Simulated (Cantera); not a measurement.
What does this Cantera script print?

```python
import numpy as np
import cantera as ct

gas_names = """
    CL CL2 H HCL H2 N NH NH2 NH3 N2 N2H2 N2H4 Si SiCL SiCL2 SiCL3 SiCL4 SiH SiHCL3 SiH2 SiH2CL2 SiH3
    SiH3CL SiH4 SiN Si2 Si2N Si3
""".split()
cond_names = """
    NH4CL(a) NH4CL(b) Si(cr) Si(L) Si3N4(a)
""".split()


# ... load() reads the species with a 1 bar reference pressure and builds the phases ...
atoms = {
    'SiCl4': {'Si': 1, 'CL': 4},
    'N2': {'N': 2},
    'NH3': {'N': 1, 'H': 3},
}
top_T = {'Si3N4(a)': 2400}  # K; cautious upper limits of use, not melting points


# ... equilibrate(T, P, feed) seeds the gas with the atoms and calls Mixture.equilibrate('TP', solver="vcs", rtol=1e-11, max_steps=5000) ...
results = []
P = 46  # Pa
for T in [1300, 1350, 1400, 1450, 1500, 1550, 1600, 1650, 1700, 1750, 1800, 1850, 1900]:
    for m in [0.2, 0.3, 0.44, 0.64, 0.94, 1.4, 2, 2.9, 4.3, 6.3]:
        feed = {'SiCl4': 1, 'N2': 0.33, 'NH3': m}  # mol
        mix = equilibrate(T, P, feed)
        results.append((T, P, feed, dict(zip(mix.species_names, mix.species_moles))))

for T, P, feed, n in results:
    print(f"{T:7g} {feed['NH3']:10.4g}  " + (" + ".join(c for c in cond_names if n.get(c, 0) > 1e-12) or "gas only"))
```

Output:

```
   1300        0.2  gas only
   1300        0.3  gas only
   1300       0.44  gas only
   1300       0.64  Si3N4(a)
   1300       0.94  Si3N4(a)
   1300        1.4  Si3N4(a)
   1300          2  Si3N4(a)
   1300        2.9  Si3N4(a)
   1300        4.3  Si3N4(a)
   1300        6.3  Si3N4(a)
   1350        0.2  gas only
   1350        0.3  gas only
   1350       0.44  gas only
   1350       0.64  gas only
   1350       0.94  gas only
   1350        1.4  Si3N4(a)
   1350          2  Si3N4(a)
   1350        2.9  Si3N4(a)
   1350        4.3  Si3N4(a)
   1350        6.3  Si3N4(a)
   1400        0.2  gas only
   1400        0.3  gas only
   1400       0.44  gas only
   1400       0.64  gas only
   1400       0.94  gas only
   1400        1.4  gas only
   1400          2  Si3N4(a)
   1400        2.9  Si3N4(a)
   1400        4.3  Si3N4(a)
   1400        6.3  Si3N4(a)
   1450        0.2  gas only
   1450        0.3  gas only
   1450       0.44  gas only
   1450       0.64  gas only
   1450       0.94  gas only
   1450        1.4  gas only
   1450          2  gas only
   1450        2.9  gas only
   1450        4.3  Si3N4(a)
   1450        6.3  Si3N4(a)
   1500        0.2  gas only
   1500        0.3  gas only
   1500       0.44  gas only
   1500       0.64  gas only
   1500       0.94  gas only
   1500        1.4  gas only
   1500          2  gas only
   1500        2.9  gas only
   1500        4.3  gas only
   1500        6.3  Si3N4(a)
   1550        0.2  gas only
   1550        0.3  gas only
   1550       0.44  gas only
   1550       0.64  gas only
   1550       0.94  gas only
   1550        1.4  gas only
   1550          2  gas only
   1550        2.9  gas only
   1550        4.3  gas only
   1550        6.3  gas only
   1600        0.2  gas only
   1600        0.3  gas only
   1600       0.44  gas only
   1600       0.64  gas only
   1600       0.94  gas only
   1600        1.4  gas only
   1600          2  gas only
   1600        2.9  gas only
   1600        4.3  gas only
   1600        6.3  gas only
   1650        0.2  gas only
   1650        0.3  gas only
   1650       0.44  gas only
   1650       0.64  gas only
   1650       0.94  gas only
   1650        1.4  gas only
   1650          2  gas only
   1650        2.9  gas only
   1650        4.3  gas only
   1650        6.3  gas only
   1700        0.2  gas only
   1700        0.3  gas only
   1700       0.44  gas only
   1700       0.64  gas only
   1700       0.94  gas only
   1700        1.4  gas only
   1700          2  gas only
   1700        2.9  gas only
   1700        4.3  gas only
   1700        6.3  gas only
   1750        0.2  gas only
   1750        0.3  gas only
   1750       0.44  gas only
   1750       0.64  gas only
   1750       0.94  gas only
   1750        1.4  gas only
   1750          2  gas only
   1750        2.9  gas only
   1750        4.3  gas only
   1750        6.3  gas only
   1800        0.2  gas only
   1800        0.3  gas only
   1800       0.44  gas only
   1800       0.64  gas only
   1800       0.94  gas only
   1800        1.4  gas only
   1800          2  gas only
   1800        2.9  gas only
   1800        4.3  gas only
   1800        6.3  gas only
   1850        0.2  gas only
   1850        0.3  gas only
   1850       0.44  gas only
   1850       0.64  gas only
   1850       0.94  gas only
   1850        1.4  gas only
   1850          2  gas only
   1850        2.9  gas only
   1850        4.3  gas only
   1850        6.3  gas only
   1900        0.2  gas only
   1900        0.3  gas only
   1900       0.44  gas only
   1900       0.64  gas only
   1900       0.94  gas only
   1900        1.4  gas only
   1900          2  gas only
   1900        2.9  gas only
   1900        4.3  gas only
   1900        6.3  gas only
```

Cantera equilibrium calculation (NASA polynomials, part measured and part estimated; ideal gas, pure solids and liquids). The tables' values for SiCl3 are old estimates.
